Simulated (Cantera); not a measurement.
**Equilibrium for boron, boron nitride and boron oxide: BCl3 + O2 + N2**

A closed system holds: 1 mol BCl3, 0.86 mol O2, 5.9 mol N2, held at 1500 °C and 8.00 mbar.

Equilibrium computed with Cantera from the NASA thermochemical tables; the gas is ideal and each condensed phase is pure. Candidate condensed phases: B, BN, B2O3; 25 gas species. The tables' values for BOCl are old estimates; treat these amounts as uncertain. Rates play no part.

- x(N2) = 0.627
- x(Cl) = 0.287
- x(B2O3) = 0.0445
- x(BOCl) = 0.0144
- x(O2) = 0.0140
- x(Cl2) = 0.00857
- x(BO2) = 0.00305
- x(NO) = 0.000872
- x(O) = 0.000124
- gas amount = 9.403 mol
- log10 activity of B(s) (absent) = -10.05
